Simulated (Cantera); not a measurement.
Charge: 1 mol C₂H₆, 0.12 mol NH₃, 2 mol N₂, 0.25 mol O₂, equilibrated at 577 °C and 2.33 Torr.

Cantera equilibrium calculation (NASA polynomials, part measured and part estimated; ideal gas, pure solids and liquids). Candidate condensed phases: C, C₆H₆, C₇H₈, C₈H₁₈, H₂O; 136 gas species. Equilibrium is a limit: real reactors are often held back by kinetics, nucleation or transport.

Base state: H₂ 0.553, N₂ 0.360, CO 0.0853, H₂O 0.00103, CH₄ 0.000590, CO₂ 0.000486 (mole fractions); condensed: C(graphite).

Problem. What changes in the equilibrium state with this change: N₂ from 2 to 27 mol?

Solution. 
```json
[
 {"species": "N₂", "before": "0.360", "after": "0.880"},
 {"species": "H₂", "before": "0.553", "after": "0.103"},
 {"species": "CO", "before": "0.0853", "after": "0.0162"},
 {"species": "CH₄", "before": "0.000590", "after": "2.06e-5"},
 {"species": "H₂O", "before": "0.00103", "after": "3.66e-5"},
 {"species": "CO₂", "before": "0.000486", "after": "1.75e-5"},
 {"species": "C(graphite), mol", "before": "1.51", "after": "1.50"}
]
```
